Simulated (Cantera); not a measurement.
What does this Cantera script print?

```python
import numpy as np
import cantera as ct

surf = ct.Interface("ptcombust.yaml", "Pt_surf")
gas = surf.adjacent["gas"]
gas.TPX = 300, 13000, {'CH4': 0.033, 'O2': 0.098, 'N2': 0.79}
jet = ct.ImpingingJet(gas=gas, width=0.056, surface=surf)
jet.inlet.mdot, jet.inlet.T, jet.inlet.X = 0.043, 300, {'CH4': 0.033, 'O2': 0.098, 'N2': 0.79}
jet.set_refine_criteria(ratio=10, slope=0.2, curve=0.3)
show, cover = ['CH4', 'O2', 'H2O', 'OH', 'CO', 'CO2'], ["PT(S)", "H(S)", "O(S)", "OH(S)", "CO(S)", "C(S)"]

rows = []
print(f"{'Ts/K':>7s}" + "".join(f"{s:>11s}" for s in show + cover) + "   (gas at the wall, coverages)")
for i, Ts in enumerate([850, 900, 950, 1000, 1050, 1100, 1150]):
    jet.surface.T = Ts
    if i == 0:
        surf.TP = Ts, 13000
        surf.coverages = "PT(S):0.5, O(S):0.5"
        surf.advance_coverages(1.0)
        jet.set_initial_guess(products="inlet")
    jet.solve(loglevel=0, auto=(i == 0))
    rows.append([*(jet.X[gas.species_index(s), -1] for s in show), *surf[cover].coverages])
    print(f"{Ts:7g}" + "".join(f"{x:11.3e}" for x in rows[-1]))
```

It prints:

```
   Ts/K        CH4         O2        H2O         OH         CO        CO2      PT(S)       H(S)       O(S)      OH(S)      CO(S)       C(S)   (gas at the wall, coverages)
    850  2.559e-02  8.456e-02  1.925e-02  8.014e-09  6.875e-06  1.254e-02  1.382e-01  3.268e-08  8.603e-01  1.437e-03  1.605e-05  4.098e-08
    900  1.805e-02  6.855e-02  3.327e-02  3.129e-08  7.044e-06  2.176e-02  2.074e-01  1.135e-07  7.908e-01  1.770e-03  1.335e-05  4.746e-08
    950  1.207e-02  5.594e-02  4.428e-02  9.342e-08  6.635e-06  2.905e-02  2.840e-01  2.944e-07  7.141e-01  1.853e-03  9.474e-06  4.533e-08
   1000  8.285e-03  4.796e-02  5.118e-02  2.453e-07  6.255e-06  3.365e-02  3.615e-01  6.240e-07  6.367e-01  1.766e-03  6.366e-06  3.978e-08
   1050  5.985e-03  4.315e-02  5.530e-02  5.764e-07  6.100e-06  3.642e-02  4.365e-01  1.160e-06  5.619e-01  1.603e-03  4.302e-06  3.423e-08
   1100  4.549e-03  4.018e-02  5.781e-02  1.232e-06  6.183e-06  3.811e-02  5.079e-01  1.974e-06  4.906e-01  1.418e-03  3.001e-06  2.974e-08
   1150  3.617e-03  3.832e-02  5.936e-02  2.436e-06  6.513e-06  3.916e-02  5.745e-01  3.148e-06  4.242e-01  1.235e-03  2.176e-06  2.635e-08
```

Cantera simulation using Deutschmann's 1995 Pt surface mechanism with GRI-Mech 3.0 gas chemistry; the numbers are that mechanism's predictions, not measurements. Catalytic surfaces can have several steady states; this one follows from the mechanism file's or the stated starting coverage.
